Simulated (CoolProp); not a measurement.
Vapour-liquid equilibrium of ethanol (1) + o-xylene (2) at 323 K; x and y are mole fractions of (1).

Model: multi-fluid Helmholtz-energy mixture model, Schroeder 2014 and Zhou 2012; pair parameters Bell 2016, in CoolProp.

```tsv
x	bubble pressure, mixture model (MPa)	bubble pressure, Raoult's law (MPa)	y, mixture model	y, Raoult's law
0.05	0.01238	0.004679	0.736	0.312
0.15	0.02153	0.007259	0.857	0.603
0.25	0.02481	0.009840	0.880	0.742
0.35	0.02575	0.01242	0.887	0.823
0.45	0.02592	0.01500	0.888	0.876
0.55	0.02600	0.01758	0.889	0.913
0.65	0.02629	0.02016	0.893	0.941
0.75	0.02689	0.02274	0.903	0.963
0.85	0.02776	0.02532	0.926	0.980
0.95	0.02875	0.02791	0.968	0.994
```

The largest gap from Raoult's law is +196.6 % in bubble pressure, at x = 0.15. No azeotrope shows between x = 0.05 and 0.95.

The pair parameters rest on a limited set of measurements; away from them the model extrapolates. With so large a gap from Raoult's law the liquid may split in two, which this calculation doesn't test in full.
